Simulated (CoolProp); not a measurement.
Values from CoolProp's reference Helmholtz-energy equation of state, Thol 2017.

Task: For octamethyltrisiloxane (MDM), give the phase and the cp (kJ/(kg K)), cv (kJ/(kg K)), isothermal compressibility (1/MPa), expansivity (1/kK) at 346.6 K and 1.05 MPa; 556 K and 1.05 MPa.

Result: 
- 346.6 K and 1.05 MPa: liquid; cp 1.90, cv 1.59, isothermal compressibility 0.00267, expansivity 1.36
- 556 K and 1.05 MPa: gas; cp 2.43, cv 2.09, isothermal compressibility 1.90, expansivity 10.0
